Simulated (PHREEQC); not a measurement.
A solution holds 2.6 mol NaBr, 0.54 mol MgSO4 and 0.19 mol NaCl per kg of water, at 20 °C. Closed to the air; pH follows from the charge balance.

The numbers come from PHREEQC with the Pitzer model, pitzer.dat.

This is a speciation only: nothing precipitates in the calculation.

Predict the activity of water, osmotic coefficient, density.

activity of water 0.871; osmotic coefficient 1.148; density 1.246 g/cm³.
